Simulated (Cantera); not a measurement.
Feed: 1 mol SiCl4, 1.4 mol HCl, 1100 mol H2, held at 0.100 bar.

Cantera equilibrium calculation (NASA polynomials, part measured and part estimated; ideal gas, pure solids and liquids). Candidate condensed phases: Si; 19 gas species. Equilibrium is a limit: real reactors are often held back by kinetics, nucleation or transport. All values below are at 1623 K.

Base state: H2 0.995, HCl 0.00473, H 0.000218, SiCl2 7.88e-5 (mole fractions); condensed: Si(s).

Q: What changes in the equilibrium state with this change: 1.7 mol O2 added?

A: 
| species | before | after |
|---|---|---|
| H2 | 0.995 | 0.993 |
| HCl | 0.00473 | 0.00489 |
| H2O | 0 | 0.00156 |
| SiO | 0 | 0.000290 |
| SiCl2 | 7.88e-5 | 4.25e-9 |
| H | 0.000218 | 0.000218 |
| Si(s), mol | 0.902 | 0 |
| SiO2(β-quartz), mol | 0 | 0.680 |
The tables hold silica as quartz up to 1696 K and as liquid above; real silica turns to tridymite and cristobalite and melts near 1996 K. Further candidate phases: H2O, SiO2.
